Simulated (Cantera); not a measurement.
Feed: 1 mol SiH2Cl2, 12 mol NH3, 70 mol N2, equilibrated at 1925 K and 0.00190 bar.

These are equilibrium values from Cantera (NASA tables, ideal gas, pure condensed phases), not measurements of a reactor. Candidate condensed phases: NH4Cl, Si, Si3N4; 28 gas species. The tables' values for SiCl, SiN are old estimates; treat these amounts as uncertain. Rates play no part.

Base state: N2 0.782, H2 0.183, HCl 0.0148, H 0.00939, Si 0.00696, SiCl2 0.00238, Cl 0.000570, SiCl 0.000453 (mole fractions); condensed: gas only.

Task: What changes in the equilibrium state with this change: temperature from 1925 K to 975 K?

Result: 
```csv
species,before,after
N2,0.782,0.790
H2,0.183,0.189
HCl,0.0148,0.0210
H,0.00939,1.14e-8
Si,0.00696,<1e-9
SiCl2,0.00238,8.58e-9
Cl,0.000570,1.19e-9
SiCl,0.000453,<1e-9
SiH,0.000106,<1e-9
Si2N,9.02e-5,<1e-9
SiN,8.41e-5,<1e-9
"Si3N4(s), mol",0,0.333
```
